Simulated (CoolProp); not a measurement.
Computed with CoolProp (reference Helmholtz-energy equation of state, Akasaka 2022).

**Question.** Give the vapour pressure (MPa), vapour density (kg/m³), enthalpy of vaporisation (kJ/kg), liquid cp (kJ/(kg K)) of saturated R1233zd(E) at 269.8, 353.7 K.

**Answer.** 
```csv
T (K),p (MPa),vapour density (kg/m³),enthalpy of vaporisation (kJ/kg),liquid cp (kJ/(kg K))
269.8,0.0418,2.49,204,1.13
353.7,0.667,35.2,158,1.33
```
